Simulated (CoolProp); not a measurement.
Vapour-liquid equilibrium of R22 (1) + c-C4F8 (RC318) (2) at 322.8 K; x and y are mole fractions of (1).

Model: multi-fluid Helmholtz-energy mixture model, Kamei 1995 and Platzer 1990; pair parameters Bell 2016, in CoolProp. This equation is an older, rougher fit; its heat capacities, sound speeds and derivatives of the liquid may be far off and weren't checked against measurements.

```tsv
x	bubble pressure (MPa)	y at the bubble point	dew pressure at overall composition x (MPa)	liquid density (mol/L)
0.05	(withheld)	(withheld)	0.6610	7.135
0.2	0.8904	(withheld)	0.7360	7.678
0.35	1.176	0.615	0.8441	8.244
0.5	1.440	0.737	1.002	8.867
0.65	1.641	0.814	1.243	(withheld)
0.8	1.791	0.878	(withheld)	10.58
0.95	1.904	0.961	1.894	11.95
```

### Question
Fill in the missing entries.

### Answer

- 0.05, bubble pressure (MPa): 0.6809
- 0.05, y at the bubble point: 0.096
- 0.2, y at the bubble point: 0.400
- 0.65, liquid density (mol/L): 9.607
- 0.8, dew pressure at overall composition x (MPa): 1.605

No azeotrope shows between x = 0.05 and 0.95.

The pair parameters rest on a limited set of measurements; away from them the model extrapolates. The gap from Raoult's law changes sign with composition, which may be real or a fault of the pair parameters; it wasn't checked against measurements.
